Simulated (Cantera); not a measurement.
A freely propagating, adiabatic, planar premixed flame of H₂ : O₂ : N₂ = 1 : 0.2 : 0.752 (molar parts), unburnt at 450 K and 97.5 Torr; mixture-averaged transport, grid criteria slope 0.08 and curve 0.16, no radiation.

Computed with Cantera and the H2/O2 subset of GRI-Mech 3.0, which has no nitrogen chemistry. Burning velocities carry a grid error of a few per cent, more on coarse grids.

Question: Predict: laminar burning velocity; thermal thickness; peak x(O); peak x(H₂O₂); peak x(OH).

Answer: 
```json
{
  "laminar_burning_velocity": "405 cm/s",
  "thermal_thickness": "6.08 mm",
  "peak x(O)": "0.00274",
  "peak x(H₂O₂)": "4.06e-6",
  "peak x(OH)": "0.00195"
}
```
